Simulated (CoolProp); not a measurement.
R404A at 298.15 K and 1.04 MPa flows at 0.89 m/s in a round tube of 4.6 mm bore and 15 µm roughness, fully developed (64/Re and Nu = 3.66 if laminar; Colebrook and Gnielinski if turbulent). Each further row changes one setting.

Computed with CoolProp (reference Helmholtz-energy equation of state, Lemmon 2003). It is a pseudo-pure fit of the blend.

```
case               Reynolds number  Darcy friction factor  pressure drop (Pa/m)  heat-transfer coefficient (W/(m² K))  mass flow (kg/h)
-----------------  ---------------  ---------------------  --------------------  ------------------------------------  ----------------
as stated                    16500                      …                     …                                   201                 …
velocity 1.78 m/s            32900                 0.0302                   531                                   381              5.45
diameter 9.2 mm              32900                 0.0270                     …                                   170              10.9
```

What belongs in the gaps?


- as stated, Darcy friction factor: 0.0327
- as stated, pressure drop (Pa/m): 144
- as stated, mass flow (kg/h): 2.72
- diameter 9.2 mm, pressure drop (Pa/m): 59.5

Viscosity comes from a separate model (Geller 2000). Thermal conductivity comes from a separate model (Geller 2001).
